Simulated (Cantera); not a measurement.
A perfectly stirred reactor is fed with NH3 : N2 = 1 : 6.5 (molar parts), at 1.58 atm; it is held at 2200 K, and followed from long to short residence time.

Model: the gas-phase N/H chemistry of the illustrative SiF4/NH3 mechanism in the Surface Chemkin manual (1991), integrated in Cantera. Walls and surfaces, which speed up NH3 decomposition in real reactors, are not modelled.

Task: What does this change do: NH3 1 to 3 parts?

Result: 
```tsv
quantity	before	after
x(NH3) at τ = 2.80 s	0.000309	0.000805
x(H) at τ = 2.80 s	0.00175	0.00253
x(NH2) at τ = 2.80 s	9.58e-6	1.76e-5
x(N) at τ = 2.80 s	1.41e-6	1.31e-6
x(NH) at τ = 2.80 s	2.38e-6	3.11e-6
x(NH3) at τ = 16.0 ms	0.0254	0.0543
x(H) at τ = 16.0 ms	0.000461	0.000739
x(NH2) at τ = 16.0 ms	0.000253	0.000417
x(N) at τ = 16.0 ms	3.31e-6	3.35e-6
x(NH) at τ = 16.0 ms	1.86e-5	2.41e-5
```

Task: What does this change do: temperature 2200 to 2298 K?

Result: 
```
quantity                 before     after
---------------------  --------  --------
x(NH3) at τ = 2.80 s   0.000309  0.000126
x(H) at τ = 2.80 s      0.00175   0.00309
x(NH2) at τ = 2.80 s    9.58e-6   7.07e-6
x(N) at τ = 2.80 s      1.41e-6   2.25e-6
x(NH) at τ = 2.80 s     2.38e-6   2.74e-6
x(NH3) at τ = 16.0 ms    0.0254    0.0120
x(H) at τ = 16.0 ms    0.000461  0.000900
x(NH2) at τ = 16.0 ms  0.000253  0.000213
x(N) at τ = 16.0 ms     3.31e-6   6.15e-6
x(NH) at τ = 16.0 ms    1.86e-5   2.46e-5
```

Task: What does this change do: N2 6.5 to 12 parts?

Result: 
```
quantity                 before     after
---------------------  --------  --------
x(NH3) at τ = 2.80 s   0.000309  0.000156
x(H) at τ = 2.80 s      0.00175   0.00136
x(NH2) at τ = 2.80 s    9.58e-6   6.16e-6
x(N) at τ = 2.80 s      1.41e-6   1.48e-6
x(NH) at τ = 2.80 s     2.38e-6   1.95e-6
x(NH3) at τ = 16.0 ms    0.0254    0.0151
x(H) at τ = 16.0 ms    0.000461  0.000332
x(NH2) at τ = 16.0 ms  0.000253  0.000179
x(N) at τ = 16.0 ms     3.31e-6   3.25e-6
x(NH) at τ = 16.0 ms    1.86e-5   1.54e-5
```
